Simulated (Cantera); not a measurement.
## Stirred combustor or abatement burner

A perfectly stirred reactor is fed with C₃H₈ : O₂ : N₂ = 1 : 2.94 : 11.1 (molar parts), equivalence ratio 1.7, at 19.0 bar; it is adiabatic with a 373 K inlet, and is followed from long to short residence time, starting on the burning branch (τ in s: 0.026, 0.012, 0.005, 0.0022, 0.00095, 0.00041, 0.00018, 7.8e-05, 3.4e-05, 1.5e-05).

Model: GRI-Mech 3.0 (53 species, 325 reactions), integrated in Cantera. GRI-Mech 3.0 was tuned for natural gas; its chemistry of propane as a main component is partial and can be far from experiment. The pressure lies above the range GRI-Mech 3.0 was tuned for (to about 10 atm).

| τ (s) | T (K) | x C₃H₈ | x O₂ | x N₂O | x CO | x H | x O |
|---|---|---|---|---|---|---|---|
| 0.026 | 1917 | 1.46e-6 | 0.000281 | 1.46e-9 | 0.107 | 6.90e-5 | 5.17e-8 |
| 0.012 | 1923 | 2.97e-6 | 0.000544 | 2.65e-9 | 0.101 | 7.56e-5 | 9.87e-8 |
| 0.0050 | 1926 | 6.75e-6 | 0.00111 | 5.26e-9 | 0.0945 | 8.59e-5 | 2.09e-7 |
| 0.0022 | 1921 | 1.50e-5 | 0.00208 | 1.00e-8 | 0.0903 | 9.97e-5 | 4.30e-7 |
| 0.00095 | 1906 | 3.50e-5 | 0.00378 | 1.92e-8 | 0.0883 | 0.000119 | 9.13e-7 |
| 0.00041 | 1876 | 8.72e-5 | 0.00677 | 3.71e-8 | 0.0888 | 0.000141 | 1.97e-6 |
| 0.00018 | 1818 | 0.000246 | 0.0124 | 7.35e-8 | 0.0921 | 0.000153 | 4.26e-6 |
| 7.8e-5 | 1628 | 0.00161 | 0.0325 | 1.68e-7 | 0.0933 | 9.31e-5 | 8.73e-6 |
| 3.4e-5 | 373 | 0.0665 | 0.195 | <1e-12 | <1e-12 | <1e-12 | <1e-12 |
| 1.5e-5 | 373 | 0.0665 | 0.195 | <1e-12 | <1e-12 | <1e-12 | <1e-12 |
x: mole fraction; the columns are a selection and need not sum to one.
